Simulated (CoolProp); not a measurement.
Properties of propylene along the isobar 101 kPa.

Model: reference Helmholtz-energy equation of state, Lemmon 2013, in CoolProp.

```tsv
T (°C)	phase	Z	cv (kJ/(kg K))
-122.55	liquid	0.004870	1.359
-93.15	liquid	0.004277	1.333
-63.85	liquid	0.003878	1.346
-34.55	gas	0.9703	1.140
-5.15	gas	0.9798	1.236
24.15	gas	0.9855	1.338
53.45	gas	0.9892	1.444
82.85	gas	0.9918	1.553
112.15	gas	0.9936	1.661
141.45	gas	0.9949	1.768
170.85	gas	0.9960	1.873
```
